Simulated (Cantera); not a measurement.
CO + O2 + H2 + NH3 (carbon deposition, reforming and gasification)

Charge: 1 mol CO, 0.45 mol O2, 19 mol H2, 0.012 mol NH3, equilibrated at 2.50 mbar.

These are equilibrium values from Cantera (NASA tables, ideal gas, pure condensed phases), not measurements of a reactor. Candidate condensed phases: C, C6H6, C7H8, C8H18, H2O; 136 gas species. Equilibrium is a limit: real reactors are often held back by kinetics, nucleation or transport.

```csv
T (K),x H2,x H,x CO,x H2O,x OH
1023,0.908,7.89e-8,0.0471,0.0421,9.62e-12
1173,0.907,2.25e-6,0.0481,0.0431,7.36e-10
1323,0.906,3.02e-5,0.0487,0.0437,2.11e-8
1473,0.906,0.000241,0.0490,0.0440,3.04e-7
1623,0.904,0.00131,0.0491,0.0441,2.69e-6
1773,0.900,0.00540,0.0492,0.0442,1.64e-5
1923,0.888,0.0178,0.0489,0.0439,7.55e-5
2073,0.859,0.0487,0.0482,0.0431,0.000278
2223,0.796,0.114,0.0466,0.0410,0.000849
2373,0.685,0.231,0.0437,0.0366,0.00219
2523,0.523,0.402,0.0393,0.0283,0.00463
```
x: gas mole fraction; nothing condenses.

From 1023 K to 2523 K nothing is condensed. The main C-bearing gas is CO throughout.
